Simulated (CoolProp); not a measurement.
Values from CoolProp's reference Helmholtz-energy equation of state, Akasaka 2022.

Question: For R1233zd(E), give the phase and the density (kg/m³), cv (kJ/(kg K)), Joule-Thomson coefficient (K/MPa) at 389.6 K and 4.73 MPa; 409.7 K and 4.73 MPa; 443.3 K and 4.73 MPa.

Answer: 
- 389.6 K and 4.73 MPa: liquid; density 1030, cv 0.935, Joule-Thomson coefficient 0.234
- 409.7 K and 4.73 MPa: liquid; density 947, cv 0.960, Joule-Thomson coefficient 0.622
- 443.3 K and 4.73 MPa: supercritical; density 733, cv 1.02, Joule-Thomson coefficient 3.43
